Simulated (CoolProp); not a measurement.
A Linde-Hampson liquefier for CF4 (R14): isothermal reversible compression at 320 K from 1 atm to 25 MPa, throttling to 1 atm, return gas leaving the recuperator 5 K below the feed. Each further row changes one setting.

Values from CoolProp's reference Helmholtz-energy equation of state, Platzer 1990. This equation is an older, rougher fit; its heat capacities, sound speeds and derivatives of the liquid may be far off and weren't checked against measurements.

```json
[
 {"case": "as stated", "liquid yield per pass": "0.230", "compression work (kJ/kg of gas)": "154"},
 {"case": "high pressure 50 MPa", "liquid yield per pass": "0.238", "compression work (kJ/kg of gas)": "178"},
 {"case": "warm-end temperature 350 K", "liquid yield per pass": "0.176", "compression work (kJ/kg of gas)": "173"},
 {"case": "warm-end gap 10 K", "liquid yield per pass": "0.218", "compression work (kJ/kg of gas)": "154"}
]
```
